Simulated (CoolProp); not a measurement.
Vapour-liquid equilibrium of ethylbenzene (1) + m-xylene (2) at 289.6 K; x and y are mole fractions of (1).

Model: multi-fluid Helmholtz-energy mixture model, Zhou 2012 and Zhou 2012; pair parameters Bell 2016, in CoolProp.

```
x      bubble pressure, mixture model (MPa)  bubble pressure, Raoult's law (MPa)  y, mixture model  y, Raoult's law
-----  ------------------------------------  -----------------------------------  ----------------  ---------------
0.05                                    [?]                            0.0006745             0.059            0.057
0.125                             0.0006853                            0.0006821               [?]            0.141
0.2                               0.0006943                            0.0006896             0.228            0.223
0.275                             0.0007030                            0.0006972             0.308            0.304
0.35                              0.0007114                            0.0007048             0.386            0.383
0.425                             0.0007194                            0.0007123               [?]            0.460
0.5                               0.0007271                            0.0007199             0.535            0.535
0.575                             0.0007345                            0.0007275             0.608            0.609
0.65                              0.0007416                            0.0007350             0.679            0.681
0.725                             0.0007484                            0.0007426             0.749            0.752
0.8                               0.0007548                            0.0007502               [?]            0.822
0.875                                   [?]                            0.0007577             0.887            0.890
0.95                              0.0007667                            0.0007653             0.955            0.956
```

Some entries are withheld; supply them.


- 0.05, bubble pressure, mixture model (MPa): 0.0006759
- 0.125, y, mixture model: 0.145
- 0.425, y, mixture model: 0.461
- 0.8, y, mixture model: 0.818
- 0.875, bubble pressure, mixture model (MPa): 0.0007609

The largest gap from Raoult's law is +1.0 % in bubble pressure, at x = 0.5. No azeotrope shows between x = 0.05 and 0.95.

Pair parameters are fitted to limited data, so mixtures are less certain than the pure fluids.
